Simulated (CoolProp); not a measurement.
Model: reference Helmholtz-energy equation of state, Span 1996, in CoolProp.

Problem. For carbon dioxide, give the phase and the cp (kJ/(kg K)) at 682.8 K and 9.68 MPa.

Solution. 
- 682.8 K and 9.68 MPa: supercritical; cp 1.17
